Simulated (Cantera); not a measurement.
Cantera run, input and output.

```python
import numpy as np
import cantera as ct

gas = ct.Solution("gri30.yaml")


def delay(T, t_max=10):
    gas.TPX = T, 320000, {'CH3OH': 0.38, 'O2': 1.36, 'N2': 5.13}
    reactor = ct.IdealGasReactor(gas, clone=False)
    net = ct.ReactorNet([reactor])
    net.rtol, net.atol = 1e-8, 1e-16
    while net.time < t_max:
        t_old, T_old = net.time, reactor.T
        net.step()
        if reactor.T > T + 400:  # ignition: a rise of 400 K
            return t_old + (T + 400 - T_old) / (reactor.T - T_old) * (net.time - t_old)
    return np.nan


taus = []
for T in [1275, 1375, 1475, 1575, 1675, 1775, 1875, 1975]:
    taus.append(delay(T))
    print(f"T0 = {T:6g} K   tau = {taus[-1]:.4e} s")
```

Result:

```
T0 =   1275 K   tau = 1.3076e-03 s
T0 =   1375 K   tau = 3.5528e-04 s
T0 =   1475 K   tau = 1.2247e-04 s
T0 =   1575 K   tau = 5.0907e-05 s
T0 =   1675 K   tau = 2.4232e-05 s
T0 =   1775 K   tau = 1.2712e-05 s
T0 =   1875 K   tau = 7.2022e-06 s
T0 =   1975 K   tau = 4.3763e-06 s
```

Cantera simulation using GRI-Mech 3.0 (53 species, 325 reactions); the numbers are that mechanism's predictions, not measurements. GRI-Mech 3.0 was tuned for natural gas; its chemistry of methanol as a main component is partial and can be far from experiment.
